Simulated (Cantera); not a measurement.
A closed system holds: 1 mol Si₃N₄, 4.2 mol HF, 12 mol F₂, at 1400 K and 22.5 Torr.

Cantera equilibrium calculation (NASA polynomials, part measured and part estimated; ideal gas, pure solids and liquids). Candidate condensed phases: Si, Si₃N₄; 37 gas species. Equilibrium is a limit: real reactors are often held back by kinetics, nucleation or transport.

Base state: F 0.561, HF 0.199, SiF₄ 0.142, N₂ 0.0947, F₂ 0.00331 (mole fractions); condensed: gas only.

**Question.** What changes in the equilibrium state with this change: F₂ from 12 to 2.2 mol?

**Answer.** 
```tsv
species	before	after
H₂	<1e-9	0.361
SiF₄	0.142	0.360
N₂	0.0947	0.253
F	0.561	<1e-9
SiF₃	<1e-9	0.0146
HF	0.199	0.00660
SiHF₃	<1e-9	0.00447
F₂	0.00331	<1e-9
SiF₂	<1e-9	0.000408
SiH₂F₂	<1e-9	2.59e-5
H	<1e-9	1.69e-5
Si₃N₄(s), mol	0	0.277
```
The tables' values for SiF₃, SiF₂ are old estimates; treat these amounts as uncertain.
